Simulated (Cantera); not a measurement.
What does this Cantera script print?

```python
import numpy as np
import cantera as ct

gas_names = """
    C CO CO2 C2 C2O C3 C3O2 C4 C5 Cu CuO Cu2 O O2 O3
""".split()
cond_names = """
    C(gr) Cu(cr) Cu(L) CuO(s) Cu2O(s) Cu2O(L)
""".split()


def load(file, names, dense=False):
    # The tables refer to 1 bar. Condensed volumes are neglected.
    table = {s.name: s for s in ct.Species.list_from_file(file)}
    out = []
    for n in names:
        d = dict(table[n].input_data)
        d["thermo"] = dict(d["thermo"], **{"reference-pressure": 1e5})
        if dense:
            d["equation-of-state"] = {"model": "constant-volume", "density": "1e6 g/cm^3"}
        out.append(ct.Species.from_dict(d))
    return out


gas = ct.Solution(thermo="ideal-gas", species=load("nasa_gas.yaml", gas_names))
cond = {s.name: ct.Solution(thermo="fixed-stoichiometry", species=[s], name=s.name)
        for s in load("nasa_condensed.yaml", cond_names, dense=True)}
atoms = {
    'Cu2O': {'Cu': 2, 'O': 1},
    'CO': {'C': 1, 'O': 1},
    'C': {'C': 1},
}
top_T = {'C(gr)': 4500, 'CuO(s)': 1390}  # K; cautious upper limits of use, not melting points


def equilibrate(T, P, feed):
    n = {}
    for name, mol in feed.items():
        for a, k in atoms[name].items():
            n[a] = n.get(a, 0.0) + k * mol
    gas.TPX = T, P, n
    mass = sum(n.values()) * gas.mean_molecular_weight
    gas.equilibrate("TP")
    valid = [c for c in cond.values() if c.min_temp <= T <= top_T.get(c.name, c.max_temp)]
    mix = ct.Mixture([(gas, mass / gas.mean_molecular_weight)] + [(c, 0.0) for c in valid])
    mix.T, mix.P = T, P
    mix.equilibrate("TP", solver="vcs", rtol=1e-11, max_steps=5000)
    return mix


results = []
feed = {'Cu2O': 1, 'CO': 19, 'C': 2.5}  # mol
T = 1175  # K
P = 390000  # Pa
mix = equilibrate(T, P, feed)
results.append((T, P, feed, dict(zip(mix.species_names, mix.species_moles))))
print(gas.report(threshold=0.001))
for i in range(1, mix.n_phases):
    print(f"{mix.phase(i).name:16s} {mix.phase_moles(i):12.5e} mol")
```

Result:

```
       temperature   1175 K
          pressure   3.9e+05 Pa
           density   1.1743 kg/m^3
  mean mol. weight   29.416 kg/kmol
   phase of matter   gas

                          1 kg             1 kmol
                     ---------------   ---------------
          enthalpy       -3.6195e+06       -1.0647e+08  J
   internal energy       -3.9516e+06       -1.1624e+08  J
           entropy              7971        2.3447e+05  J/K
    Gibbs function       -1.2985e+07       -3.8198e+08  J
 heat capacity c_p            1220.2             35894  J/K
 heat capacity c_v            937.57             27580  J/K

                      mass frac. Y      mole frac. X     chem. pot. / RT
                     ---------------   ---------------   ---------------
                CO           0.86852           0.91212           -36.083
               CO2           0.13148           0.08788           -70.401
     [  +13 minor]        3.3604e-09        1.5553e-09

C(gr)             3.11562e+00 mol
Cu(cr)            2.00000e+00 mol
CuO(s)            0.00000e+00 mol
Cu2O(s)           0.00000e+00 mol
```

Cantera equilibrium calculation (NASA polynomials, part measured and part estimated; ideal gas, pure solids and liquids).
